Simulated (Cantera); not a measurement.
Thermodynamics of carbon deposition, reforming and gasification, feed CH₄ + NH₃ + N₂

Feed: 1 mol CH₄, 1.1 mol NH₃, 8 mol N₂, at 0.133 bar.

Method: chemical equilibrium by Gibbs-energy minimisation in Cantera with the NASA 1993 tables (ideal gas, pure condensed phases). Candidate condensed phases: C, C₆H₆, C₇H₈, C₈H₁₈; 92 gas species. Equilibrium is a limit: real reactors are often held back by kinetics, nucleation or transport.

From 2023 K to 2473 K the condensed part is C(graphite). The main C-bearing gas is HCN throughout. The share of C in condensed phases is highest at 2023 K (89.9 %) and lowest at 2473 K (55.0 %).

| T (K) | log p N₂ | log p H₂ | log p H | log p HCN | n C(graphite) |
|---|---|---|---|---|---|
| 2023 | -1.03 | -1.41 | -3.43 | -3.01 | 0.899 |
| 2073 | -1.03 | -1.41 | -3.29 | -2.93 | 0.877 |
| 2123 | -1.03 | -1.41 | -3.15 | -2.86 | 0.852 |
| 2173 | -1.04 | -1.42 | -3.02 | -2.79 | 0.822 |
| 2223 | -1.04 | -1.42 | -2.90 | -2.72 | 0.789 |
| 2273 | -1.04 | -1.43 | -2.79 | -2.65 | 0.751 |
| 2323 | -1.04 | -1.43 | -2.68 | -2.59 | 0.708 |
| 2373 | -1.04 | -1.44 | -2.57 | -2.54 | 0.661 |
| 2423 | -1.04 | -1.45 | -2.48 | -2.48 | 0.608 |
| 2473 | -1.05 | -1.46 | -2.38 | -2.43 | 0.550 |
log p: log10 of the partial pressure in bar; n: condensed amount in mol.
